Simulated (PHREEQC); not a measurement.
Dissolve 0.0001 mol/kgw CaSO4, 0.0026 mol/kgw Na2HPO4 and 5e-05 mol/kgw NaCl at 37 °C. Closed to the air; pH follows from the charge balance.

The numbers come from PHREEQC with the ion-association model, wateq4f.dat.

```csv
quantity,before,after
pH,8.70,8.41
ionic strength (mol/kgw),0.00789,0.00782
```

**Question.** Name the change that produced these shifts.
(A) Na2HPO4 replaced by NaHF2 at the same molality
(B) CaSO4 left out
(C) temperature from 37 to 70 °C
(D) Na2HPO4 from 0.0026 to 0.00052 mol/kgw
(E) Na2HPO4 replaced by KH2PO4 at the same molality

**Answer.** C, temperature from 37 to 70 °C

This is a speciation only: nothing precipitates in the calculation. Some of these states are supersaturated (in Hydroxyapatite, for instance). H3PO4, which wateq4f.dat lacks, is added to it with the constant of phreeqc.dat. At this temperature some constants are extrapolated from 25 °C, and those without enthalpy data are left unchanged.
